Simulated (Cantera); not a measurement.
A freely propagating, adiabatic, planar premixed flame of CH4 : CO : O2 : N2 = 1 : 0.58 : 2.29 : 8.61 (molar parts), equivalence ratio 1.0, unburnt at 473 K and 1.40 bar; mixture-averaged transport, grid criteria slope 0.08 and curve 0.16, no radiation.

Cantera simulation using GRI-Mech 3.0 (53 species, 325 reactions); the numbers are that mechanism's predictions, not measurements. Burning velocities carry a grid error of a few per cent, more on coarse grids.

Question: Predict: laminar burning velocity; thermal thickness; peak x(O); peak x(C2H); peak x(C2H4).

Answer: 
```
Item                         Result
------------------------  ---------
laminar burning velocity  85.9 cm/s
thermal thickness          0.267 mm
peak x(O)                   0.00464
peak x(C2H)                 1.15e-7
peak x(C2H4)               0.000290
```
